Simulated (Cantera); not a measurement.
Cantera run, input and output.

```python
import numpy as np
import cantera as ct

gas = ct.Solution("gri30.yaml")


def delay(T, t_max=10):
    gas.TPX = T, 130000, {'CH4': 1, 'O2': 2.63, 'N2': 9.89}
    reactor = ct.IdealGasConstPressureReactor(gas, clone=False)
    net = ct.ReactorNet([reactor])
    net.rtol, net.atol = 1e-8, 1e-16
    while net.time < t_max:
        t_old, T_old = net.time, reactor.T
        net.step()
        if reactor.T > T + 400:  # ignition: a rise of 400 K
            return t_old + (T + 400 - T_old) / (reactor.T - T_old) * (net.time - t_old)
    return np.nan


taus = []
for T in [1298, 1398, 1498, 1598, 1698, 1798, 1898, 1998, 2098, 2198]:
    taus.append(delay(T))
    print(f"T0 = {T:6g} K   tau = {taus[-1]:.4e} s")
```

Output:

```
T0 =   1298 K   tau = 8.4860e-03 s
T0 =   1398 K   tau = 2.5458e-03 s
T0 =   1498 K   tau = 8.8418e-04 s
T0 =   1598 K   tau = 3.5835e-04 s
T0 =   1698 K   tau = 1.6718e-04 s
T0 =   1798 K   tau = 8.7260e-05 s
T0 =   1898 K   tau = 4.9661e-05 s
T0 =   1998 K   tau = 3.0243e-05 s
T0 =   2098 K   tau = 1.9451e-05 s
T0 =   2198 K   tau = 1.3102e-05 s
```

Computed with Cantera and GRI-Mech 3.0 (53 species, 325 reactions).
